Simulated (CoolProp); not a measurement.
Properties of normal hydrogen along the isotherm 34.1 K.

The numbers come from the reference Helmholtz-energy equation of state, Leachman 2009 in CoolProp.

```json
[
 {"p (kPa)": "648", "phase": "gas", "Z": "0.8287", "fugacity coefficient": "___"},
 {"p (kPa)": "1300", "phase": "supercritical", "Z": "0.5471", "fugacity coefficient": "0.7026"},
 {"p (kPa)": "1940", "phase": "supercritical", "Z": "0.2864", "fugacity coefficient": "0.5393"},
 {"p (kPa)": "2590", "phase": "supercritical", "Z": "0.3457", "fugacity coefficient": "0.4423"},
 {"p (kPa)": "3240", "phase": "supercritical", "Z": "0.4095", "fugacity coefficient": "0.3846"},
 {"p (kPa)": "3890", "phase": "supercritical", "Z": "0.4732", "fugacity coefficient": "0.3472"},
 {"p (kPa)": "4540", "phase": "supercritical", "Z": "___", "fugacity coefficient": "___"},
 {"p (kPa)": "5190", "phase": "supercritical", "Z": "___", "fugacity coefficient": "0.3035"},
 {"p (kPa)": "5830", "phase": "supercritical", "Z": "0.6578", "fugacity coefficient": "0.2906"},
 {"p (kPa)": "6480", "phase": "supercritical", "Z": "0.7179", "fugacity coefficient": "0.2811"}
]
```

Question: Some entries are withheld; supply them.

Answer: 
- 648, fugacity coefficient: 0.8523
- 4540, Z: 0.5360
- 4540, fugacity coefficient: 0.3216
- 5190, Z: 0.5978
